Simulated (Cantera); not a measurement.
# Adiabatic ignition

An adiabatic, constant-pressure homogeneous reactor starts with 5.56 % C3H8, 19.8 % O2, 74.5 % N2, 0.150 % H2O, equivalence ratio 1.4, at 1725 K and 10.0 bar.

Computed with Cantera and GRI-Mech 3.0 (53 species, 325 reactions). GRI-Mech 3.0 was tuned for natural gas; its chemistry of propane as a main component is partial and can be far from experiment. Above 3000 K some thermodynamic fits are extrapolated.

```json
[
 {"t (s)": "3.00e-6", "T (K)": "1958", "x C3H8": "0.00187", "x O2": "0.128", "x CH3": "0.00407", "x CH4": "0.00822", "x O": "0.000302", "x CO2": "0.00195"},
 {"t (s)": "1.14e-5", "T (K)": "3022", "x C3H8": "<1e-12", "x O2": "0.00321", "x CH3": "1.13e-11", "x CH4": "2.43e-12", "x O": "0.00265", "x CO2": "0.0414"},
 {"t (s)": "4.31e-5", "T (K)": "3044", "x C3H8": "<1e-12", "x O2": "0.00252", "x CH3": "1.45e-11", "x CH4": "3.43e-12", "x O": "0.00209", "x CO2": "0.0417"},
 {"t (s)": "0.000164", "T (K)": "3035", "x C3H8": "<1e-12", "x O2": "0.00229", "x CH3": "1.52e-11", "x CH4": "3.71e-12", "x O": "0.00194", "x CO2": "0.0412"},
 {"t (s)": "0.000621", "T (K)": "3034", "x C3H8": "<1e-12", "x O2": "0.00226", "x CH3": "1.53e-11", "x CH4": "3.75e-12", "x O": "0.00192", "x CO2": "0.0411"},
 {"t (s)": "0.00235", "T (K)": "3034", "x C3H8": "<1e-12", "x O2": "0.00226", "x CH3": "1.53e-11", "x CH4": "3.75e-12", "x O": "0.00192", "x CO2": "0.0411"},
 {"t (s)": "0.00892", "T (K)": "3034", "x C3H8": "<1e-12", "x O2": "0.00226", "x CH3": "1.53e-11", "x CH4": "3.75e-12", "x O": "0.00192", "x CO2": "0.0411"},
 {"t (s)": "0.0338", "T (K)": "3034", "x C3H8": "<1e-12", "x O2": "0.00226", "x CH3": "1.53e-11", "x CH4": "3.75e-12", "x O": "0.00192", "x CO2": "0.0411"},
 {"t (s)": "0.128", "T (K)": "3034", "x C3H8": "<1e-12", "x O2": "0.00226", "x CH3": "1.53e-11", "x CH4": "3.75e-12", "x O": "0.00192", "x CO2": "0.0411"},
 {"t (s)": "0.487", "T (K)": "3034", "x C3H8": "<1e-12", "x O2": "0.00226", "x CH3": "1.53e-11", "x CH4": "3.75e-12", "x O": "0.00192", "x CO2": "0.0411"},
 {"t (s)": "1.85", "T (K)": "3034", "x C3H8": "<1e-12", "x O2": "0.00226", "x CH3": "1.53e-11", "x CH4": "3.75e-12", "x O": "0.00192", "x CO2": "0.0411"},
 {"t (s)": "7.00", "T (K)": "3034", "x C3H8": "<1e-12", "x O2": "0.00226", "x CH3": "1.53e-11", "x CH4": "3.75e-12", "x O": "0.00192", "x CO2": "0.0411"}
]
```
x: mole fraction; the columns are a selection and need not sum to one.

The time of steepest temperature rise is 3.57 µs and the temperature at 7.00 s comes out as 3034 K. The equilibrium temperature comes out as 3034 K, the x(C3H8) at 7.00 s is <1e-12 (gas-phase equilibrium <1e-12) and the x(O2) at 7.00 s is 0.00226 (gas-phase equilibrium 0.00226). The x(CH3) at 7.00 s is 1.53e-11 (gas-phase equilibrium 1.81e-11).
